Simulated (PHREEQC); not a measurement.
# Alkaline etch or developer

A solution holds 0.067 mol/kgw NaOH, 0.0039 mol/kgw K2SiO3 and 0.026 mol/kgw K3PO4, at 25 °C. Closed to the air; pH follows from the charge balance.

The numbers come from PHREEQC with the ion-association model, wateq4f.dat.

This is a speciation only: nothing precipitates in the calculation.

**Question.** What pH, ionic strength does the model give?

**Answer.** pH 12.70; ionic strength 0.228 mol/kgw.

**Question.** In which forms is P present?

**Answer.** PO4-3 91 %, HPO4-2 8.4 % of the P.

Species that the database lacks are ignored. H3PO4, which wateq4f.dat lacks, is added to it with the constant of phreeqc.dat.
